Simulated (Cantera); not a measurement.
What does this Cantera script print?

```python
import numpy as np
import cantera as ct

gas = ct.Solution("h2o2.yaml")
gas.TPX = 1050, 330, {'H2': 0.19, 'O2': 1, 'N2': 1.7}
reactor = ct.IdealGasConstPressureReactor(gas, energy="off", clone=False)
net = ct.ReactorNet([reactor])
net.rtol, net.atol = 1e-08, 1e-18
show = ['H2', 'O2', 'HO2', 'H', 'H2O2']
times = np.geomspace(0.0002, 100, 12)

steps = ct.SolutionArray(gas, extra=["t"])
rows = []
print(f"{'t/s':>10s}{'T/K':>9s}{'P/Pa':>11s}" + "".join(f"{s:>11s}" for s in show))
for t in times:
    while net.time < t:
        t_next = net.step()
        steps.append(gas.state, t=t_next)
    rows.append([np.interp(t, steps.t, y) for y in (steps.T, steps.P, *steps(*show).X.T)])
    print(f"{t:10.3e}{rows[-1][0]:9.1f}{rows[-1][1]:11.4g}" + "".join(f"{x:11.3e}" for x in rows[-1][2:]))
rate = np.gradient(steps.T, steps.t)
print("integrator steps:", len(steps.t))
if steps.T.max() > steps.T[0] + 200:
    print(f"time of steepest temperature rise: {steps.t[rate.argmax()]:.4e} s")
gas.TPX = 1050, 330, {'H2': 0.19, 'O2': 1, 'N2': 1.7}
gas.equilibrate("TP")
print(f"equilibrium (TP): T = {gas.T:.1f} K  " + "  ".join(f"{s} {gas[s].X[0]:.3e}" for s in show))
```

Result:

```
       t/s      T/K       P/Pa         H2         O2        HO2          H       H2O2
 2.000e-04   1050.0        330  6.574e-02  3.460e-01  4.018e-11  3.756e-11  1.203e-15
 6.594e-04   1050.0        330  6.574e-02  3.460e-01  1.325e-10  1.209e-10  1.307e-14
 2.174e-03   1050.0        330  6.574e-02  3.460e-01  4.376e-10  5.926e-10  1.421e-13
 7.166e-03   1050.0        330  6.574e-02  3.460e-01  1.509e-09  2.300e-08  1.565e-12
 2.363e-02   1050.0        330  6.111e-02  3.434e-01  5.509e-07  2.034e-03  3.494e-09
 7.789e-02   1050.0        330  2.150e-03  3.095e-01  7.447e-07  2.207e-02  1.350e-08
 2.568e-01   1050.0        330  1.628e-03  3.138e-01  7.557e-07  1.329e-02  1.628e-08
 8.465e-01   1050.0        330  6.164e-04  3.202e-01  6.898e-07  2.779e-03  2.219e-08
 2.791e+00   1050.0        330  7.014e-05  3.233e-01  3.585e-07  1.024e-04  2.176e-08
 9.201e+00   1050.0        330  5.603e-06  3.237e-01  7.619e-08  2.342e-06  9.746e-09
 3.033e+01   1050.0        330  6.874e-07  3.238e-01  1.316e-08  1.029e-07  3.174e-09
 1.000e+02   1050.0        330  1.253e-07  3.238e-01  2.772e-09  8.151e-09  9.893e-10
integrator steps: 1979
equilibrium (TP): T = 1050.0 K  H2 7.572e-10  O2 3.238e-01  HO2 5.454e-10  H 3.911e-12  H2O2 1.152e-11
```

Cantera simulation using the H2/O2 subset of GRI-Mech 3.0, which has no nitrogen chemistry; the numbers are that mechanism's predictions, not measurements. Radical loss at walls, strong at low pressure, is not modelled. The temperature is held fixed by assumption; the heat of reaction is taken as removed at once.
